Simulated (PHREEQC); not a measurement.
1 kg of water meets 20 L of dry gas (N2 1 by moles) at fixed total pressure, at 25 °C; fugacities by Peng-Robinson. The gases take part in no redox reaction, some water evaporates into the gas, and hydrates or a liquid gas phase aren't modelled. No solid was allowed to form.

Model: ion-association model, phreeqc.dat, run in PHREEQC.

| P (atm) | dissolved N2 (mol/kgw) | φ of N2 |
|---|---|---|
| 2 | 0.00131 | 0.999 |
| 5 | 0.00329 | 0.998 |
| 10 | 0.00655 | 0.996 |
| 20 | 0.0129 | 0.992 |
| 30 | 0.0191 | 0.988 |
| 40 | 0.0251 | 0.985 |
| 50 | 0.0309 | 0.982 |
| 75 | 0.0447 | 0.976 |
| 100 | 0.0576 | 0.972 |
| 150 | 0.0812 | 0.970 |
| 200 | 0.102 | 0.974 |
| 300 | 0.140 | 0.998 |
| 400 | 0.172 | 1.038 |
